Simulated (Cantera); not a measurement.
A closed system holds: 1 mol Pb, 9.4 mol CO₂, 8.4 mol H₂, equilibrated at 47.0 mbar.

These are equilibrium values from Cantera (NASA tables, ideal gas, pure condensed phases), not measurements of a reactor. Candidate condensed phases: C, C₆H₆, C₇H₈, C₈H₁₈, H₂O, Pb, PbO, PbO₂, Pb₃O₄; 113 gas species. Rates play no part. All values below are at 1373 K.

Base state: CO 0.278, H₂O 0.278, CO₂ 0.222, H₂ 0.169, Pb 0.0532, PbO 1.34e-5 (mole fractions); condensed: gas only.

Task: What changes in the equilibrium state with this change: pressure from 47.0 mbar to 1 atm?

Result: 
```json
[
 {"species": "CO", "before": "0.278", "after": "0.292"},
 {"species": "H₂O", "before": "0.278", "after": "0.292"},
 {"species": "CO₂", "before": "0.222", "after": "0.233"},
 {"species": "Pb", "before": "0.0532", "after": "0.00633"},
 {"species": "H₂", "before": "0.169", "after": "0.177"},
 {"species": "PbO", "before": "1.34e-5", "after": "1.59e-6"},
 {"species": "Pb(l), mol", "before": "0", "after": "0.887"}
]
```
